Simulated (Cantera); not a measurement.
What does this Cantera script print?

```python
import numpy as np
import cantera as ct

gas = ct.Solution("gri30.yaml")
gas.TPX = 1100, 13332, {'N2O': 1, 'H2O': 0.13}
reactor = ct.IdealGasConstPressureReactor(gas, energy="off", clone=False)
net = ct.ReactorNet([reactor])
net.rtol, net.atol = 1e-08, 1e-18
show = ['N2O', 'H2O', 'HO2', 'OH', 'NO2', 'NO']
times = np.geomspace(0.0001, 4, 11)

steps = ct.SolutionArray(gas, extra=["t"])
rows = []
print(f"{'t/s':>10s}{'T/K':>9s}{'P/Pa':>11s}" + "".join(f"{s:>11s}" for s in show))
for t in times:
    while net.time < t:
        t_next = net.step()
        steps.append(gas.state, t=t_next)
    rows.append([np.interp(t, steps.t, y) for y in (steps.T, steps.P, *steps(*show).X.T)])
    print(f"{t:10.3e}{rows[-1][0]:9.1f}{rows[-1][1]:11.4g}" + "".join(f"{x:11.3e}" for x in rows[-1][2:]))
rate = np.gradient(steps.T, steps.t)
print("integrator steps:", len(steps.t))
if steps.T.max() > steps.T[0] + 200:
    print(f"time of steepest temperature rise: {steps.t[rate.argmax()]:.4e} s")
gas.TPX = 1100, 13332, {'N2O': 1, 'H2O': 0.13}
gas.equilibrate("TP")
print(f"equilibrium (TP): T = {gas.T:.1f} K  " + "  ".join(f"{s} {gas[s].X[0]:.3e}" for s in show))
```

Result:

```
       t/s      T/K       P/Pa        N2O        H2O        HO2         OH        NO2         NO
 1.000e-04   1100.0  1.333e+04  8.850e-01  1.150e-01  3.606e-10  5.754e-08  1.010e-14  4.305e-08
 2.885e-04   1100.0  1.333e+04  8.850e-01  1.150e-01  5.339e-09  2.618e-07  4.364e-13  1.986e-07
 8.326e-04   1100.0  1.333e+04  8.849e-01  1.150e-01  5.664e-08  8.592e-07  3.114e-11  6.822e-07
 2.402e-03   1100.0  1.333e+04  8.849e-01  1.150e-01  4.536e-07  2.278e-06  2.230e-09  2.077e-06
 6.931e-03   1100.0  1.333e+04  8.848e-01  1.150e-01  2.197e-06  4.282e-06  1.057e-07  6.002e-06
 2.000e-02   1100.0  1.333e+04  8.845e-01  1.150e-01  3.504e-06  4.989e-06  1.861e-06  1.586e-05
 5.771e-02   1100.0  1.333e+04  8.838e-01  1.150e-01  2.964e-06  5.778e-06  1.262e-05  3.855e-05
 1.665e-01   1100.0  1.333e+04  8.815e-01  1.149e-01  2.420e-06  6.585e-06  5.487e-05  9.190e-05
 4.804e-01   1100.0  1.333e+04  8.750e-01  1.146e-01  1.866e-06  7.471e-06  1.661e-04  2.468e-04
 1.386e+00   1100.0  1.333e+04  8.567e-01  1.139e-01  1.202e-06  8.788e-06  3.537e-04  7.696e-04
 4.000e+00   1100.0  1.333e+04  8.073e-01  1.120e-01  6.257e-07  1.024e-05  5.396e-04  2.386e-03
integrator steps: 783
equilibrium (TP): T = 1100.0 K  N2O 2.206e-09  H2O 7.975e-02  HO2 2.859e-09  OH 1.108e-06  NO2 1.146e-06  NO 9.115e-05
```

Computed with Cantera and GRI-Mech 3.0 (53 species, 325 reactions). GRI-Mech 3.0 was tuned for natural gas; its chemistry of N2O as a main component is partial and can be far from experiment. The mechanism lacks the step 2 NO + O2 → 2 NO2, which can matter for NO2 below about 1400 K. The temperature is held fixed by assumption; the heat of reaction is taken as removed at once.
